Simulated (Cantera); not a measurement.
# Thermodynamics of silicon epitaxy and polysilicon growth, feed Si2H6 + HCl + N2

Charge: 1 mol Si2H6, 1.6 mol HCl, 7.6 mol N2, held at 0.740 bar.

Method: chemical equilibrium by Gibbs-energy minimisation in Cantera with the NASA 1993 tables (ideal gas, pure condensed phases). Candidate condensed phases: NH4Cl, Si, Si3N4; 28 gas species. The feed counts by its element totals alone. N2 is the only nitrogen source here; it is nearly inert below about 1500 K, so the nitride shown seldom forms there in practice. The tables' values for SiCl3 are old estimates; treat these amounts as uncertain. The numbers say what is thermodynamically allowed, not how fast it happens.

From 1148 K to 1823 K the condensed part is Si3N4(s). The main Si-bearing gas is SiCl4 at 1148 K and SiCl2 at 1823 K.

| T (K) | x N2 | x H2 | x HCl | x SiCl2 | x SiCl4 | n Si3N4(s) |
|---|---|---|---|---|---|---|
| 1148 | 0.578 | 0.279 | 0.142 | 8.49e-7 | 0.00124 | 0.662 |
| 1223 | 0.578 | 0.278 | 0.143 | 4.68e-6 | 0.00103 | 0.663 |
| 1298 | 0.578 | 0.278 | 0.143 | 2.10e-5 | 0.000875 | 0.663 |
| 1373 | 0.577 | 0.278 | 0.143 | 7.94e-5 | 0.000749 | 0.663 |
| 1448 | 0.578 | 0.278 | 0.143 | 0.000258 | 0.000644 | 0.662 |
| 1523 | 0.578 | 0.278 | 0.142 | 0.000736 | 0.000546 | 0.660 |
| 1598 | 0.578 | 0.279 | 0.139 | 0.00184 | 0.000448 | 0.656 |
| 1673 | 0.579 | 0.281 | 0.134 | 0.00406 | 0.000343 | 0.647 |
| 1748 | 0.580 | 0.284 | 0.126 | 0.00783 | 0.000237 | 0.633 |
| 1823 | 0.581 | 0.289 | 0.115 | 0.0132 | 0.000145 | 0.613 |
x: gas mole fraction; n: condensed amount in mol.
